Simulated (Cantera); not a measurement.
A perfectly stirred reactor is fed with 3.88 % CH₄, 0.427 % C₂H₆, 20.1 % O₂, 75.6 % N₂, at 3.20 bar; it is adiabatic with a 623 K inlet, and is followed from long to short residence time, starting on the burning branch (τ in s: 0.035, 0.019, 0.01, 0.0057, 0.0031, 0.0017, 0.00092, 0.0005, 0.00027, 0.00015, 8.1e-05, 4.4e-05).

Detailed kinetics in Cantera: GRI-Mech 3.0 (53 species, 325 reactions).

x: mole fraction; the columns are a selection and need not sum to one.

| τ (s) | T (K) | x CH₄ | x C₂H₆ | x O₂ | x H₂ | x CH₂ | x C₂H |
|---|---|---|---|---|---|---|---|
| 0.035 | 1665 | 1.75e-5 | 4.91e-7 | 0.108 | 2.72e-5 | 1.96e-8 | 1.45e-10 |
| 0.019 | 1663 | 2.62e-5 | 7.50e-7 | 0.108 | 4.08e-5 | 3.43e-8 | 2.13e-10 |
| 0.010 | 1660 | 4.02e-5 | 1.17e-6 | 0.108 | 6.28e-5 | 6.08e-8 | 3.08e-10 |
| 0.0057 | 1656 | 5.87e-5 | 1.72e-6 | 0.109 | 9.19e-5 | 9.93e-8 | 4.12e-10 |
| 0.0031 | 1649 | 8.93e-5 | 2.62e-6 | 0.109 | 0.000139 | 1.67e-7 | 5.41e-10 |
| 0.0017 | 1639 | … | … | 0.109 | … | … | 6.73e-10 |
| 0.00092 | 1623 | … | … | 0.110 | … | … | 7.87e-10 |
| 0.00050 | 1597 | 0.000383 | 1.11e-5 | 0.112 | 0.000506 | 7.24e-7 | 8.49e-10 |
| 0.00027 | 623 | 0.0388 | 0.00427 | 0.201 | <1e-12 | <1e-12 | <1e-12 |
| 0.00015 | 623 | 0.0388 | 0.00427 | 0.201 | <1e-12 | <1e-12 | <1e-12 |
| 8.1e-5 | 623 | 0.0388 | 0.00427 | 0.201 | <1e-12 | <1e-12 | <1e-12 |
| 4.4e-5 | 623 | 0.0388 | 0.00427 | 0.201 | <1e-12 | <1e-12 | <1e-12 |

Some entries are withheld; supply them.


- 0.0017, x CH₄: 0.000137
- 0.0017, x C₂H₆: 4.02e-6
- 0.0017, x H₂: 0.000210
- 0.0017, x CH₂: 2.74e-7
- 0.00092, x CH₄: 0.000221
- 0.00092, x C₂H₆: 6.43e-6
- 0.00092, x H₂: 0.000322
- 0.00092, x CH₂: 4.49e-7
